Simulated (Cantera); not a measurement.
Charge: 1 mol Si, 2.6 mol HCl, 4 mol N2, at 3.40 Pa.

Method: chemical equilibrium by Gibbs-energy minimisation in Cantera with the NASA 1993 tables (ideal gas, pure condensed phases). Candidate condensed phases: NH4Cl, Si, Si3N4; 28 gas species. The tables' values for SiCl, SiCl3, SiN are old estimates; treat these amounts as uncertain. The numbers say what is thermodynamically allowed, not how fast it happens. All values below are at 1400 °C.

Base state: N2 0.598, SiCl2 0.141, H2 0.140, HCl 0.101, H 0.00731, Si 0.00661, Cl 0.00411, SiCl 0.00202 (mole fractions); condensed: gas only.

Q: What changes in the equilibrium state with this change: pressure from 3.40 Pa to 13.3 mbar?

A: 
```csv
species,before,after
N2,0.598,0.601
HCl,0.101,0.136
H2,0.140,0.133
SiCl2,0.141,0.124
Si2,1.37e-5,7.47e-9
Si,0.00661,7.80e-6
SiCl4,6.15e-7,0.000408
SiHCl3,1.53e-7,7.16e-5
"Si3N4(s), mol",0,0.0529
```
The tables' values for SiCl3, SiCl are old estimates; treat these amounts as uncertain.
